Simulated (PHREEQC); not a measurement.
A column of 0.2 m (40 cells, dispersivity 0.007 m, 720 s a shift, diffusion coefficient 3e-10 m²/s) holds 0.028 eq of the database's cation exchanger X per kg of pore water, first in equilibrium with 0.092 mol NaCl, 0.00034 mol KBr, 0.014 mol MgSO4 and 1e-05 mol HCl per kg of water. It is flushed with 0.0006 mol/kgw MnCl2, 0.042 mol/kgw LiCl, 0.015 mol/kgw CdCl2 and 1e-05 mol/kgw HCl, at 25 °C. Values are for the last cell. CO2 from the air is kept out. Nothing may precipitate in this run.

The series has 31 steps of pore volumes, from 0 to 3.013.

Computed with PHREEQC (ion-association model, phreeqc.dat).

Q: After how many pore volumes does Li at the outlet first reach half of its feed value?

A: By 1.1 pore volumes.

Q: After how many pore volumes does Cd at the outlet first reach half of its feed value?

A: By 1.6 pore volumes.

Q: After how many pore volumes does Mn at the outlet first reach half of its feed value?

A: By 2.1 pore volumes.
